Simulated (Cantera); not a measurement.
Input: 1 mol Si, 0.61 mol Cl2, 10 mol H2, at 1130 Torr.

Equilibrium computed with Cantera from the NASA thermochemical tables; the gas is ideal and each condensed phase is pure. Candidate condensed phases: Si; 19 gas species. Rates play no part.

Problem. What share of the Si ends up in condensed phases as a function of T (K), at 748, 798, 848, 898, 948, 998, 1048, 1098, 1148, 1198, 1248, 1298, 1348, 1398?

Solution. 
```csv
T (K),Si condensed (%),as
748,64.3,Si(s)
798,64.5,Si(s)
848,64.7,Si(s)
898,65.1,Si(s)
948,65.5,Si(s)
998,66.2,Si(s)
1048,67.1,Si(s)
1098,68.2,Si(s)
1148,69.5,Si(s)
1198,70.9,Si(s)
1248,72.4,Si(s)
1298,73.7,Si(s)
1348,75.0,Si(s)
1398,75.9,Si(s)
```
